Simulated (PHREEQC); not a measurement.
PHREEQC input (ion-association model, phreeqc.dat):

```
SOLUTION_SPECIES
  CO3-2 + 10 H+ + 8 e- = CH4 + 3 H2O  # shut off: no methane
    -log_k -100
    -delta_h 0
    -analytic -100
SOLUTION 1
  temp 25
  units mol/kgw
  pH 7 charge
END
SELECTED_OUTPUT 1
  -reset false
  -pH true
  -pe true
  -ionic_strength true
  -water true
  -totals C C(-4) C(4)
  -molalities H+ CO3-2 OH- HCO3- CO2 (CO2)2
USER_PUNCH 1
  -headings p_CO2(g) phi_CO2(g) p_H2O(g) phi_H2O(g) density
  10 PUNCH PR_P("CO2(g)"), PR_PHI("CO2(g)"), PR_P("H2O(g)"), PR_PHI("H2O(g)"), RHO
PRINT
  -reset false
USE solution 1
REACTION_TEMPERATURE 1
  60
GAS_PHASE 1
  -fixed_pressure
  -pressure 2
  -temperature 60
  -volume 20
  CO2(g) 2
  H2O(g) 0
END
# ... the last block is repeated for the other 12 points of P (atm)
```

Selected output (columns that matter, 13 of 13 rows; P (atm) added in front):

```
P (atm)	pH	mu	C	m_H+	m_OH-	m_CO2	m_(CO2)2	p_CO2(g)	phi_CO2(g)	p_H2O(g)	phi_H2O(g)	density
2	3.9112	0.00012437	0.029559	0.00012437	7.9804e-10	0.029353	4.0762e-05	1.8012	0.99228	0.19877	0.98431	0.98348
5	3.7014	0.00020233	0.077701	0.00020233	4.9497e-10	0.076938	0.00028006	4.7967	0.98058	0.20331	0.96347	0.98401
10	3.5513	0.00028671	0.15541	0.00028671	3.5251e-10	0.15292	0.0011063	9.7888	0.96135	0.21123	0.92924	0.98487
20	3.4085	0.00039978	0.30137	0.00039978	2.5608e-10	0.29285	0.0040576	19.771	0.92369	0.2286	0.86231	0.98651
30	3.3296	0.00048042	0.43459	0.00048042	2.1532e-10	0.41761	0.0082513	29.752	0.88699	0.24836	0.79727	0.98802
40	3.2767	0.0005434	0.55507	0.0005434	1.9215e-10	0.52813	0.013197	39.729	0.85122	0.27106	0.73392	0.98942
50	3.2382	0.00059456	0.66292	0.00059456	1.7718e-10	0.62532	0.018501	49.703	0.81632	0.29748	0.67204	0.99072
75	3.1757	0.00068788	0.87879	0.00068788	1.5641e-10	0.81521	0.031445	74.612	0.73269	0.38811	0.52194	0.99351
100	3.14	0.00074769	1.0227	0.00074769	1.4691e-10	0.93861	0.041686	99.453	0.65405	0.54694	0.37571	0.99571
150	3.1036	0.00081407	1.1638	0.00081407	1.4066e-10	1.0572	0.052886	148.87	0.5255	1.1272	0.18803	0.99894
200	3.08	0.00086019	1.2421	0.00086019	1.3882e-10	1.1221	0.05958	198.28	0.44706	1.7169	0.12743	1.0017
300	3.0421	0.00093975	1.3523	0.00093975	1.3827e-10	1.2123	0.069542	297.15	0.36706	2.8543	0.081707	1.0067
400	3.0097	0.0010135	1.4351	0.0010135	1.3961e-10	1.2792	0.077432	396.04	0.33069	3.9569	0.062821	1.0114
```

Species that the database lacks are ignored. Away from 25 °C the constants follow the database's enthalpies or fits; those with neither stay at their 25 °C values.
